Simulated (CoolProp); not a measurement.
Saturated liquid density (kg/m³) of acetone: the reference equation beside estimates from Tc = 508.1 K, pc = 4.692 MPa, ω = 0.307. Rackett uses Z = 0.29056 − 0.08775 ω.

Computed with CoolProp (reference Helmholtz-energy equation of state, Lemmon 2006). It is a short technical equation, of lower accuracy than the large ones.

```
T (K)  reference  Rackett  van der Waals  Peng-Robinson
-----  ---------  -------  -------------  -------------
376.2      689.7    606.1          354.7          609.1
380.9      683.3    600.5          351.5          602.9
385.6      676.8    594.7          348.1          596.4
390.3      670.1    588.9          344.8          589.7
395        663.3    582.9          341.3          582.9
399.7      656.4    576.9          337.7          575.8
404.4      649.3    570.7          334.1          568.4
409        642.2    564.5          330.5          561.0
413.7      634.8    558.0          326.7          553.2
418.4      627.1    551.4          322.8          545.0
```

Absolute difference from the reference over all 10 rows, mean and median: Rackett 12.1 and 12.1 %, van der Waals 48.5 and 48.5 %, Peng-Robinson 12.3 and 12.2 %.
